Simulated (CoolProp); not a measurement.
Vapour-liquid equilibrium of toluene (1) + o-xylene (2) at 0.00122 MPa; x and y are mole fractions of (1).

Values from CoolProp's multi-fluid Helmholtz-energy mixture model, Lemmon 2006 and Zhou 2012; pair parameters Bell 2016.

Problem. Give the bubble temperature and the first vapour's composition at x = 0.5, 0.575, 0.875. Is there an azeotrope?

Solution. x = 0.5: 286.2 K, y = 0.827; x = 0.575: 284.6 K, y = 0.867; x = 0.875: 279.6 K, y = 0.971. No azeotrope shows between x = 0.05 and 0.95.

The pair parameters rest on a limited set of measurements; away from them the model extrapolates.
